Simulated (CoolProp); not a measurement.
Vapour-liquid equilibrium of R113 (1) + n-hexane (2) at 366.7 K; x and y are mole fractions of (1).

Computed with CoolProp (multi-fluid Helmholtz-energy mixture model, Marx 1992 and Thol 2019; pair parameters Bell 2016).

Problem. Give the bubble pressure and the first vapour's composition at x = 0.2, 0.725, 0.875. Is there an azeotrope?

Solution. x = 0.2: 2.556 bar, y = 0.329; x = 0.725: 3.421 bar, y = 0.799; x = 0.875: 3.605 bar, y = 0.908. No azeotrope shows between x = 0.05 and 0.95.

The pair parameters rest on a limited set of measurements; away from them the model extrapolates.
